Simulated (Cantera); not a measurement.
A perfectly stirred reactor is fed with 22.7 % N₂O, 77.3 % N₂, at 1.00 bar; it is held at 1275 K, and followed from long to short residence time.

Cantera simulation using GRI-Mech 3.0 (53 species, 325 reactions); the numbers are that mechanism's predictions, not measurements. GRI-Mech 3.0 was tuned for natural gas; its chemistry of N2O as a main component is partial and can be far from experiment. The mechanism lacks the step 2 NO + O2 → 2 NO2, which can matter for NO2 below about 1400 K. The temperature is held fixed by assumption; the heat of reaction is taken as removed at once.

x: mole fraction; the columns are a selection and need not sum to one.

```
τ (s)     x N₂O   x N₂      x O₂      x NO     x NO₂
-------  ------  -----  --------  --------  --------
1.0      0.0762  0.849    0.0608    0.0139       [?]
0.27      0.142  0.815    0.0336   0.00933       [?]
0.073     0.194  0.789    0.0131   0.00397       [?]
0.020     0.217  0.778   0.00411   0.00128       [?]
0.0053    0.224  0.774   0.00113  0.000357       [?]
0.0014    0.226  0.773  0.000299   9.48e-5       [?]
0.00039   0.227  0.773   8.05e-5   2.56e-5       [?]
0.00010   0.227  0.773   1.81e-5   5.74e-6  9.53e-10
```

Question: Fill in the missing entries.

Answer: 
- 1.0, x NO₂: 0.000133
- 0.27, x NO₂: 8.83e-5
- 0.073, x NO₂: 3.59e-5
- 0.020, x NO₂: 9.98e-6
- 0.0053, x NO₂: 1.81e-6
- 0.0014, x NO₂: 2.06e-7
- 0.00039, x NO₂: 1.79e-8
